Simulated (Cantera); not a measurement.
# Chlorosilane synthesis and conversion: Si + HCl + H₂

A closed system holds: 1 mol Si, 3 mol HCl, 17 mol H₂, at 0.890 bar.

These are equilibrium values from Cantera (NASA tables, ideal gas, pure condensed phases), not measurements of a reactor. Candidate condensed phases: Si; 19 gas species. The tables' values for SiCl₃ are old estimates; treat these amounts as uncertain. Kinetics and transport are ignored.

From 1023 K to 1623 K the condensed part is Si(s). The main Si-bearing gas is SiCl₄ at 1023 K and SiCl₂ at 1623 K. The share of Si in condensed phases is highest at 1523 K (37.9 %) and lowest at 1023 K (19.4 %).

```
T (K)   x H₂   x HCl   x SiCl₂   x SiCl₄  x SiHCl₃   x SiCl₃  n Si(s)
-----  -----  ------  --------  --------  --------  --------  -------
1023   0.948  0.0101  0.000190    0.0221    0.0176  0.000446    0.194
1123   0.940  0.0204  0.000931    0.0199    0.0157   0.00122    0.242
1223   0.929  0.0353   0.00327    0.0159    0.0129   0.00255    0.300
1323   0.914  0.0530   0.00840    0.0105   0.00915   0.00401    0.351
1423   0.900  0.0687    0.0158   0.00516   0.00525   0.00454    0.376
1523   0.890  0.0784    0.0226   0.00192   0.00245   0.00381    0.379
1623   0.886  0.0825    0.0269  0.000620   0.00103   0.00267    0.371
```
x: gas mole fraction; n: condensed amount in mol.
